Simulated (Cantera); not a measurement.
**Si3N4 + C + N2 (sublimation and decomposition of ceramics)**

A closed system holds: 1 mol Si3N4, 0.021 mol C, 0.34 mol N2, equilibrated at 0.0100 bar.

Method: chemical equilibrium by Gibbs-energy minimisation in Cantera with the NASA 1993 tables (ideal gas, pure condensed phases). Candidate condensed phases: C, Si, SiC, Si3N4; 20 gas species. Mutual solubility and eutectic melting of coexisting phases are not modelled. The tables' values for SiN are old estimates; treat these amounts as uncertain. Rates play no part.

From 1698 K to 1773 K the condensed part is SiC(s) + Si3N4(s). From 1848 K to 2298 K the condensed part is Si(l) + SiC(s). From 2373 K to 2448 K the condensed part is Si(l). From 2523 K to 2673 K nothing is condensed. The main Si-bearing gas is Si throughout.

```
T (K)   x N2      x Si     x Si2    x Si2C     x SiN  n SiC(s)  n Si3N4(s)  n Si(l)
-----  -----  --------  --------  --------  --------  --------  ----------  -------
1698   1.000   1.86e-5   2.29e-8   1.11e-7   1.13e-6    0.0210       0.993        0
1773   1.000  0.000145   5.51e-7   1.33e-6   6.97e-6    0.0210       0.993        0
1848   0.999  0.000627   4.36e-6   8.54e-6   2.42e-5    0.0210           0     2.98
1923   0.998   0.00170   1.45e-5   3.31e-5   5.34e-5    0.0209           0     2.97
1998   0.995   0.00425   4.39e-5  0.000116  0.000111    0.0207           0     2.97
2073   0.989   0.00997  0.000122  0.000368  0.000218    0.0201           0     2.95
2148   0.976    0.0220  0.000317   0.00107  0.000407    0.0183           0     2.92
2223   0.949    0.0460  0.000770   0.00292  0.000723    0.0135           0     2.85
2298   0.896    0.0915   0.00176   0.00739   0.00122  0.000324           0     2.70
2373   0.810     0.174   0.00381   0.00697   0.00193         0           0     2.41
2448   0.660     0.319   0.00787   0.00580   0.00283         0           0     1.73
2523   0.447     0.527    0.0136   0.00397   0.00343         0           0        0
2598   0.444     0.537   0.00922   0.00381   0.00313         0           0        0
2673   0.442     0.544   0.00629   0.00347   0.00286         0           0        0
```
x: gas mole fraction; n: condensed amount in mol.
